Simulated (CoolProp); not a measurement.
R1233zd(E) at several states: fugacity coefficient from the reference equation and from simpler models built on Tc = 438.9 K, pc = 3583 kPa, ω = 0.304; each cubic takes its own stable root.

The numbers come from the reference Helmholtz-energy equation of state, Akasaka 2022 in CoolProp.

```
T (K)  p (kPa)   phase  reference
-----  -------  ------  ---------
212.1      777  liquid   0.001720
390.1     50.6     gas     0.9925
335.6     15.9     gas     0.9961
327       47.7     gas     0.9873
370.3      167     gas     0.9707
```

**Question.** How far does each simpler model (van der Waals, Soave-Redlich-Kwong) lie from the reference over these 5 states: mean and median of the absolute difference, and the worst?

**Answer.** 
- van der Waals: mean 1190.8 %, median 0.5 %, worst +5952.3 % at 212.1 K and 777 kPa
- Soave-Redlich-Kwong: mean 0.7 %, median 0.1 %, worst -3.0 % at 212.1 K and 777 kPa
